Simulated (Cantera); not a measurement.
Charge: 1 mol CHF3, 0.007 mol CH4, 0.51 mol H2, held at 5.70 Torr.

Cantera equilibrium calculation (NASA polynomials, part measured and part estimated; ideal gas, pure solids and liquids). Candidate condensed phases: C, C6H6, C7H8, C8H18; 95 gas species. Gases not in the tables: C2F6 and larger saturated fluorocarbons. Rates play no part.

Q: At 1775 K, list the 5 most abundant gas species with their mole fractions, and the condensed phases.

A: HF 0.892, CF4 0.100, CF2 0.00493, F 0.00221, CF3 0.000315. Condensed: C(graphite).
